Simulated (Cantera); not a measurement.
Charge: 1 mol borazine, 3.5 mol O₂, 13 mol H₂, held at 0.330 bar.

Method: chemical equilibrium by Gibbs-energy minimisation in Cantera with the NASA 1993 tables (ideal gas, pure condensed phases). Candidate condensed phases: B, BN, B₂O₃, B₃O₃H₃, H₂O; 39 gas species. The feed counts by its element totals alone. The numbers say what is thermodynamically allowed, not how fast it happens. All values below are at 1998 K.

Base state: H₂ 0.702, HBO₂ 0.115, N₂ 0.0788, H₂O 0.0769, B₂O₃ 0.0180, HBO 0.00581, H 0.00234, BO 0.000281 (mole fractions); condensed: gas only.

Task: What changes in the equilibrium state with this change: pressure from 0.330 bar to 17.0 mbar?

Result: 
| species | before | after |
|---|---|---|
| H₂ | 0.702 | 0.695 |
| HBO₂ | 0.115 | 0.114 |
| N₂ | 0.0788 | 0.0785 |
| H | 0.00234 | 0.0103 |
| B₂O₃ | 0.0180 | 0.0177 |
| H₂O | 0.0769 | 0.0770 |
| OH | 2.55e-5 | 0.000113 |
| BO₂ | 4.62e-5 | 0.000203 |
| BO | 0.000281 | 0.00122 |
| B₂O₂ | 0.000131 | 0.000127 |
| HBO | 0.00581 | 0.00569 |
